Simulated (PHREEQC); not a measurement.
PHREEQC input (Pitzer model, pitzer.dat):

```
SOLUTION 1
  temp 25
  units mol/kgw
  pH 7 charge
  S(6) 0.19
  K 0.574
  Cl 0.042
  C(4) 0.076
END
USE solution 1
INCREMENTAL_REACTIONS false
REACTION 1
  H2O -1
  0 9.886 18.011 24.689 30.178 34.689 38.397 41.444
  43.949 46.007 47.699 49.089 50.232 51.172 51.944 52.578
  53.1 53.528 53.88 54.17 54.408 54.603 54.764 54.896
  55.005 55.094 55.168 55.228 moles
EQUILIBRIUM_PHASES 1
  Arcanite 0 0
  Kalicinite 0 0
  Misenite 0 0
  Sylvite 0 0
  CO2(g) -3.4 10
SELECTED_OUTPUT 1
  -reset false
  -pH true
  -pe true
  -ionic_strength true
  -water true
  -activities H2O
  -totals C Cl K S
  -molalities H+ K+ Cl- CO3-2 SO4-2 OH- HCO3- CO2 HSO4-
  -equilibrium_phases Arcanite Kalicinite Misenite Sylvite
PRINT
  -reset false
END
```

Selected output (columns that matter, 20 of 28 rows; water left (kg) added in front):

```
water left (kg)	pH	mu	C	Cl	K	S	m_H+	m_K+	m_Cl-	m_CO3-2	la_H2O	Arcanite	Kalicinite	Sylvite
0.999552	9.7346	0.81296	0.10339	0.042019	0.57426	0.19009	3.8024e-10	0.57426	0.042019	0.048616	-0.0054427	0	0	0
0.821487	9.7718	0.99196	0.12302	0.051127	0.69873	0.23129	3.6433e-10	0.69873	0.051127	0.061934	-0.0065192	0	0	0
0.55487	9.8453	1.4759	0.17482	0.075693	1.0345	0.34242	3.3041e-10	1.0345	0.075693	0.099029	-0.0093708	0	0	0
0.456012	9.8825	1.7998	0.20884	0.092103	1.2587	0.41666	3.0968e-10	1.2587	0.092103	0.12439	-0.011258	0	0	0
0.307995	9.9683	2.1712	0.2991	0.13637	1.5279	0.44901	2.5841e-10	1.5279	0.13637	0.1943	-0.013871	0.051706	0	0
0.253125	10.013	2.2592	0.3584	0.16593	1.6003	0.41692	2.3624e-10	1.6003	0.16593	0.24197	-0.014824	0.084467	0	0
0.170963	10.101	2.5368	0.51607	0.24567	1.8209	0.34307	2.0105e-10	1.8209	0.24567	0.37287	-0.017622	0.13135	0	0
0.1405	10.144	2.7504	0.62022	0.29893	1.9862	0.3027	1.8722e-10	1.9862	0.29893	0.46149	-0.019671	0.14747	0	0
0.115475	10.187	3.0344	0.74613	0.36371	2.2029	0.26145	1.753e-10	2.2029	0.36371	0.57001	-0.022344	0.15981	0	0
0.0779773	10.279	3.8956	1.0841	0.53862	2.8497	0.1809	1.5477e-10	2.8497	0.53862	0.86503	-0.03048	0.17589	0	0
0.0640803	10.33	4.5215	1.3094	0.65543	3.3151	0.14383	1.4477e-10	3.3151	0.65543	1.0625	-0.036609	0.18078	0	0
0.0432692	10.453	6.3183	1.9195	0.97067	4.6445	0.080485	1.2186e-10	4.6445	0.97067	1.5933	-0.055805	0.18652	0	0
0.0355616	10.529	7.5659	2.3305	1.181	5.5667	0.05567	1.0803e-10	5.5667	1.181	1.9436	-0.070717	0.18802	0	0
0.0292193	10.618	9.1117	2.8378	1.4374	6.7115	0.036026	9.2541e-11	6.7115	1.4374	2.3642	-0.091067	0.18895	0	0
0.0196885	10.832	12.949	4.2632	1.7303	9.4779	0.013679	6.801e-11	9.4779	1.7303	3.457	-0.14699	0.18973	0	0.0079327
0.0161572	10.942	14.911	5.2575	1.3255	10.752	0.0093064	6.7137e-11	10.752	1.3255	4.15	-0.17398	0.18985	0	0.020584
0.0104621	10.95	15.061	5.3341	1.299	10.851	0.009049	6.6968e-11	10.851	1.299	4.2002	-0.17615	0.18991	0.05225	0.028409
0.00833764	10.95	15.061	5.3341	1.299	10.851	0.009049	6.6968e-11	10.851	1.299	4.2002	-0.17615	0.18992	0.072506	0.031169
0.00516063	10.95	15.061	5.3341	1.299	10.851	0.009049	6.6968e-11	10.851	1.299	4.2002	-0.17615	0.18995	0.1028	0.035296
0.00399118	10.95	15.061	5.3341	1.299	10.851	0.009049	6.6968e-11	10.851	1.299	4.2002	-0.17615	0.18996	0.11395	0.036815
```

Complexes and solids missing from the database can't appear.
